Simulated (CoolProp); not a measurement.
Water along the isobar 32 MPa: fugacity coefficient from the reference equation and from simpler models built on Tc = 647.1 K, pc = 22.06 MPa, ω = 0.344; each cubic takes its own stable root.

Model: reference Helmholtz-energy equation of state, Wagner 2002, in CoolProp.

```json
[
 {"T (K)": "305.2", "phase": "liquid", "reference": "0.0001867"},
 {"T (K)": "325.2", "phase": "liquid", "reference": "0.0005270"},
 {"T (K)": "345.2", "phase": "liquid", "reference": "0.001296"},
 {"T (K)": "365.2", "phase": "liquid", "reference": "0.002844"},
 {"T (K)": "385.2", "phase": "liquid", "reference": "0.005673"},
 {"T (K)": "405.2", "phase": "liquid", "reference": "0.01044"},
 {"T (K)": "425.2", "phase": "liquid", "reference": "0.01792"},
 {"T (K)": "445.2", "phase": "liquid", "reference": "0.02901"},
 {"T (K)": "465.3", "phase": "liquid", "reference": "0.04471"},
 {"T (K)": "485.3", "phase": "liquid", "reference": "0.06575"},
 {"T (K)": "505.3", "phase": "liquid", "reference": "0.09297"},
 {"T (K)": "525.3", "phase": "liquid", "reference": "0.1270"},
 {"T (K)": "545.3", "phase": "liquid", "reference": "0.1682"},
 {"T (K)": "565.3", "phase": "liquid", "reference": "0.2166"},
 {"T (K)": "585.3", "phase": "liquid", "reference": "0.2722"},
 {"T (K)": "605.3", "phase": "liquid", "reference": "0.3342"}
]
```

Question: How far does each simpler model (van der Waals, Peng-Robinson) lie from the reference over these 16 states: mean and median of the absolute difference, and the worst?

Answer: 
- van der Waals: mean 1557.9 %, median 361.4 %, worst +10317.8 % at 305.2 K and 32 MPa
- Peng-Robinson: mean 4.8 %, median 5.0 %, worst -10.3 % at 305.2 K and 32 MPa
